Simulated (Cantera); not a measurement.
A perfectly stirred reactor is fed with 92.0 % N₂O, 8.00 % O₂, at 0.0178 atm; it is held at 1300 K, and followed from long to short residence time.

Detailed kinetics in Cantera: GRI-Mech 3.0 (53 species, 325 reactions). GRI-Mech 3.0 was tuned for natural gas; its chemistry of N2O as a main component is partial and can be far from experiment. Radical loss at walls, strong at low pressure, is not modelled. The mechanism lacks the step 2 NO + O2 → 2 NO2, which can matter for NO2 below about 1400 K. The temperature is held fixed by assumption; the heat of reaction is taken as removed at once.

Q: Predict: x(N₂O) at τ = 10.0 s; x(O₂) at τ = 10.0 s; x(N₂) at τ = 10.0 s; x(O) at τ = 10.0 s; x(NO) at τ = 10.0 s; x(N₂O) at τ = 44.0 ms; x(O₂) at τ = 44.0 ms; x(N₂) at τ = 44.0 ms; x(O) at τ = 44.0 ms; x(NO) at τ = 44.0 ms.

A: 
```json
{
 "x(N₂O) at τ = 10.0 s": "0.477",
 "x(O₂) at τ = 10.0 s": "0.197",
 "x(N₂) at τ = 10.0 s": "0.281",
 "x(O) at τ = 10.0 s": "7.60e-6",
 "x(NO) at τ = 10.0 s": "0.0449",
 "x(N₂O) at τ = 44.0 ms": "0.916",
 "x(O₂) at τ = 44.0 ms": "0.0810",
 "x(N₂) at τ = 44.0 ms": "0.00237",
 "x(O) at τ = 44.0 ms": "7.60e-6",
 "x(NO) at τ = 44.0 ms": "0.000379"
}
```
